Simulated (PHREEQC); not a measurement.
Solution (5 °C): 1.3 mmol/kgw NaHS, 39 mmol/kgw HCl and 0.29 mmol/kgw NiCl2. Closed to the air; pH follows from the charge balance.

Model: ion-association model, wateq4f.dat, run in PHREEQC.

This is a speciation only: nothing precipitates in the calculation.

**Question.** What pH does the model give?

**Answer.** pH 1.49.

**Question.** In which forms is Ni present?

**Answer.** Ni+2 95 %, NiCl+ 4.6 % of the Ni.

Complexes and solids missing from the database can't appear. Constants without temperature data keep their 25 °C values here. The polysulfide entries of wateq4f.dat were taken out for this run.
